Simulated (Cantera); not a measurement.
A closed system holds: 1 mol BCl₃, 3.8 mol NH₃, held at 1700 K and 0.100 bar.

Equilibrium computed with Cantera from the NASA thermochemical tables; the gas is ideal and each condensed phase is pure. Candidate condensed phases: B, BN, NH₄Cl; 21 gas species. The tables' values for BCl₂, BCl are old estimates; treat these amounts as uncertain. Gases not in the tables: BHCl₂. Rates play no part.

Question: What is the equilibrium state?

Answer: 
| Quantity | Value |
|---|---|
| x(H₂) | 0.489 |
| x(HCl) | 0.348 |
| x(N₂) | 0.163 |
| x(H) | 0.000326 |
| x(BCl₃) | 0.000267 |
| x(Cl) | 0.000180 |
| x(BCl₂) | 2.22e-5 |
| x(BCl) | 1.94e-5 |
| n(BN(s)) | 0.997 mol |
| gas amount | 8.602 mol |
| log10 activity of B(s) (absent) | -2.22 |
